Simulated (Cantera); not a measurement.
Diamond growth

A diamond (100) surface in a fixed gas of H2 with x(CH4) = 0.0059, x(H) = 0.0098, x(CH3) = 3.3e-05, 0.200 bar; coverages are run to steady state.

Model: the Harris–Goodwin 1993 mechanism for the reconstructed diamond (100) surface, integrated in Cantera.

```
T (K)  growth (µm/h)  θ c6HH  θ c6H*  θ c6*H   θ c6**    θ c6HM
-----  -------------  ------  ------  ------  -------  --------
925             2.39   0.665  0.0126   0.313  0.00549   0.00254
975             3.11   0.618  0.0165   0.354  0.00816   0.00204
1025            3.88   0.573  0.0209   0.392   0.0116   0.00164
1075            4.65   0.531  0.0257   0.425   0.0159   0.00133
1125            5.30   0.492  0.0308   0.455   0.0210   0.00105
1175            5.56   0.456  0.0361   0.480   0.0270  0.000780
1225            5.20   0.423  0.0415   0.500   0.0338  0.000522
1275            4.30   0.394  0.0469   0.517   0.0413  0.000302
1325            3.33   0.367  0.0522   0.531   0.0493  0.000153
1375            2.69   0.344  0.0574   0.541   0.0578   7.12e-5
```
θ: site fractions in the mechanism's names (c6HH fully hydrogenated, c6H* and c6*H radical sites, c6** diradical, c6HM methylated).
